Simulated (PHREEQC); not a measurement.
0.051 g of hydrous ferric oxide (600 m²/g; 0.2 weak and 0.005 strong sites per Fe, Dzombak-Morel constants, diffuse double layer) in 1 kg of water with 0.05 mol/kgw of an inert sodium salt and 6.8e-07 mol/kgw MnCl2, at 25 °C; the pH is set by adding NaOH or the inert anion's acid. No oxygen is let in. No CO2 enters from the air. Nothing may precipitate in this run.

Computed with PHREEQC (ion-association model, wateq4f.dat).

Question: Predict Mn sorbed (%), surface charge σ (C/m²), surface potential ψ (mV) at pH = 4.5, 8.

Answer: 
```json
[
 {"pH": "4.5", "Mn sorbed (%)": "0.0", "surface charge σ (C/m²)": "0.238", "surface potential ψ (mV)": "149"},
 {"pH": "8", "Mn sorbed (%)": "96.4", "surface charge σ (C/m²)": "0.003", "surface potential ψ (mV)": "6"}
]
```

The oxide is taken as insoluble; below pH 4 it would dissolve.
